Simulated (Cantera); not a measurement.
A closed system holds: 1 mol C3H8, 32 mol H2, at 950 K.

Method: chemical equilibrium by Gibbs-energy minimisation in Cantera with the NASA 1993 tables (ideal gas, pure condensed phases). Candidate condensed phases: C, C6H6, C7H8, C8H18; 76 gas species. The ideal-gas law is rough above about 30 bar. Equilibrium is a limit: real reactors are often held back by kinetics, nucleation or transport.

Question: Which condensed phases are stable at each of these points (P (Pa)): 10, 56, 320, 1800, 10000, 56000, 320000, 1800000, 10000000?

Answer: 
```
P (Pa)    condensed phases  C condensed (%)
--------  ----------------  ---------------
10             C(graphite)            100.0
56             C(graphite)             99.9
320            C(graphite)             99.4
1800           C(graphite)             96.4
10000          C(graphite)             80.8
56000          C(graphite)             11.6
320000            gas only              0.0
1800000           gas only              0.0
10000000          gas only              0.0
```

From 0.000100 bar to 0.560 bar the condensed part is C(graphite). From 3.20 bar to 100 bar nothing is condensed.
